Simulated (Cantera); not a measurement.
N2O furnace oxynitridation

A perfectly stirred reactor is fed with 10.2 % N2O, 89.8 % N2, at 0.0385 atm; it is held at 1550 K, and followed from long to short residence time.

Detailed kinetics in Cantera: GRI-Mech 3.0 (53 species, 325 reactions). GRI-Mech 3.0 was tuned for natural gas; its chemistry of N2O as a main component is partial and can be far from experiment. Radical loss at walls, strong at low pressure, is not modelled. The temperature is held fixed by assumption; the heat of reaction is taken as removed at once.

```json
[
 {"τ (s)": "4.4", "x N2O": "0.00560", "x O": "9.97e-5", "x N2": "0.937", "x NO": "0.0234", "x O2": "0.0341", "x NO2": "5.98e-6"},
 {"τ (s)": "1.7", "x N2O": "0.0129", "x O": "0.000107", "x N2": "0.933", "x NO": "0.0225", "x O2": "0.0311", "x NO2": "5.67e-6"},
 {"τ (s)": "0.63", "x N2O": "0.0284", "x O": "0.000111", "x N2": "0.927", "x NO": "0.0189", "x O2": "0.0255", "x NO2": "4.66e-6"},
 {"τ (s)": "0.24", "x N2O": "0.0511", "x O": "0.000112", "x N2": "0.918", "x NO": "0.0132", "x O2": "0.0176", "x NO2": "3.12e-6"},
 {"τ (s)": "0.091", "x N2O": "0.0741", "x O": "0.000113", "x N2": "0.909", "x NO": "0.00724", "x O2": "0.00963", "x NO2": "1.61e-6"},
 {"τ (s)": "0.035", "x N2O": "0.0891", "x O": "0.000112", "x N2": "0.903", "x NO": "0.00333", "x O2": "0.00442", "x NO2": "6.54e-7"},
 {"τ (s)": "0.013", "x N2O": "0.0969", "x O": "0.000109", "x N2": "0.900", "x NO": "0.00131", "x O2": "0.00174", "x NO2": "1.99e-7"},
 {"τ (s)": "0.0050", "x N2O": "0.100", "x O": "0.000102", "x N2": "0.899", "x NO": "0.000488", "x O2": "0.000647", "x NO2": "4.58e-8"}
]
```
x: mole fraction; the columns are a selection and need not sum to one.
